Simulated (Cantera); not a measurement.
**Thermodynamics of carbon deposition, reforming and gasification, feed CH3OH + NH3 + N2**

Feed: 1 mol CH3OH, 0.59 mol NH3, 27 mol N2, at 36.0 bar.

Cantera equilibrium calculation (NASA polynomials, part measured and part estimated; ideal gas, pure solids and liquids). Candidate condensed phases: C, C6H6, C7H8, C8H18, H2O; 136 gas species. The ideal-gas law is rough above about 30 bar. Rates play no part.

From 823 K to 1023 K the condensed part is C(graphite). From 1123 K to 1923 K nothing is condensed. The main C-bearing gas is CH4 at 823 K and CO at 1923 K.

```tsv
T (K)	log p N2	log p H2	log p CO	log p CH4	log p H2O	log p CO2	n C(graphite)
823	1.52	-0.02	-1.21	-0.06	-0.10	-0.74	0.0855
923	1.52	0.21	-0.62	-0.21	-0.22	-0.74	0.140
1023	1.51	0.36	-0.24	-0.41	-0.44	-0.92	0.0808
1123	1.50	0.44	-0.05	-0.66	-0.77	-1.30	0
1223	1.50	0.49	0.02	-1.00	-1.09	-1.72	0
1323	1.50	0.51	0.04	-1.34	-1.40	-2.13	0
1423	1.50	0.51	0.05	-1.67	-1.67	-2.48	0
1523	1.50	0.52	0.06	-2.00	-1.87	-2.76	0
1623	1.50	0.52	0.06	-2.34	-1.99	-2.94	0
1723	1.50	0.52	0.06	-2.70	-2.05	-3.05	0
1823	1.50	0.52	0.06	-3.05	-2.07	-3.13	0
1923	1.50	0.52	0.06	-3.37	-2.08	-3.18	0
```
log p: log10 of the partial pressure in bar; n: condensed amount in mol.
